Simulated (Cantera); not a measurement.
An adiabatic, constant-pressure homogeneous reactor starts with CO : H2 : CH4 : O2 : N2 : H2O = 1 : 0.049 : 0.091 : 0.336 : 1.26 : 0.57 (molar parts), at 1750 K and 1500 Torr. Integrator tolerance rtol = 1e-08.

Model: GRI-Mech 3.0 (53 species, 325 reactions), integrated in Cantera.

Task: What does this change do: O2 0.336 to 0.12 parts?

Result: 
| quantity | before | after |
|---|---|---|
| time of steepest temperature rise | 36.7 µs | 0.153 ms |
| temperature at 0.100 s | 2724 K | 2116 K |
| equilibrium temperature | 2724 K | 2116 K |
| x(CO) at 0.100 s | 0.201 (gas-phase equilibrium 0.201) | 0.268 (gas-phase equilibrium 0.268) |
| x(H2) at 0.100 s | 0.0419 (gas-phase equilibrium 0.0419) | 0.104 (gas-phase equilibrium 0.104) |
| x(CH4) at 0.100 s | <1e-12 (gas-phase equilibrium <1e-12) | 1.70e-10 (gas-phase equilibrium 1.88e-10) |
| x(C2H6) at 0.100 s | <1e-12 (gas-phase equilibrium <1e-12) | <1e-12 (gas-phase equilibrium <1e-12) |
| x(HCO) at 0.100 s | 3.81e-7 (gas-phase equilibrium 3.81e-7) | 1.17e-7 (gas-phase equilibrium 1.17e-7) |
| x(H) at 0.100 s | 0.00906 (gas-phase equilibrium 0.00906) | 0.000790 (gas-phase equilibrium 0.000790) |
